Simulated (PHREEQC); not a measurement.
# Ultrapure water in contact with air or piping

Model water analysis in mmol/kgw, 25 °C, pH 5.72, pe 11.8:

```
constituent           mmol/kgw
--------------------  --------
Na                       0.019
K                     7.98e-09
Ca                      0.0103
Mg                     0.00758
Cl                     0.00352
S(6)                    0.0138
Alkalinity (meq/kgw)    0.0244
Cu(2)                 0.000127
Si                    6.41e-06
```

Valence states are taken as typed.

Model: ion-association model, wateq4f.dat, run in PHREEQC.

This is a speciation only: nothing precipitates in the calculation.

Problem. Estimate the charge-balance error.

Solution. charge-balance error -0.4 %.

Problem. In which forms is C present?

Solution. CO2 81 %, HCO3- 19 % of the C.
